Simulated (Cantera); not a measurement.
Input: 1 mol BN, 27 mol H₂O, 5.3 mol H₂, at 752 °C and 13.3 mbar.

Method: chemical equilibrium by Gibbs-energy minimisation in Cantera with the NASA 1993 tables (ideal gas, pure condensed phases). Candidate condensed phases: B, BN, B₂O₃, B₃O₃H₃, H₂O; 39 gas species. Gases not in the tables: H₃BO₃. Kinetics and transport are ignored.

Base state: H₂O 0.775, H₂ 0.207, N₂ 0.0153, (HBO₂)₃ 0.00194, HBO₂ 0.000333 (mole fractions); condensed: B₂O₃(l).

Question: What changes in the equilibrium state with this change: pressure from 13.3 mbar to 4.10 Pa?

Answer: 
```json
[
 {"species": "H₂O", "before": "0.775", "after": "0.772"},
 {"species": "H₂", "before": "0.207", "after": "0.207"},
 {"species": "N₂", "before": "0.0153", "after": "0.0152"},
 {"species": "HBO₂", "before": "0.000333", "after": "0.00599"},
 {"species": "(HBO₂)₃", "before": "0.00194", "after": "0.000107"},
 {"species": "B₂O₃(l), mol", "before": "0.399", "after": "0.396"}
]
```
